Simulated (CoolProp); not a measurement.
R123 at several states: Z from the reference equation and from simpler models built on Tc = 456.8 K, pc = 3.662 MPa, ω = 0.282; each cubic takes its own stable root.

Values from CoolProp's reference Helmholtz-energy equation of state, Younglove 1994. It is a modified Benedict-Webb-Rubin equation, recast in Helmholtz form.

```
T (K)  p (MPa)   phase  reference  Redlich-Kwong  Soave-Redlich-Kwong
-----  -------  ------  ---------  -------------  -------------------
491.6    0.377     gas     0.9723         0.9712               0.9724
217.7     1.38  liquid    0.07038        0.07993              0.07828
447.3     6.86  liquid     0.2763         0.3240               0.3205
```
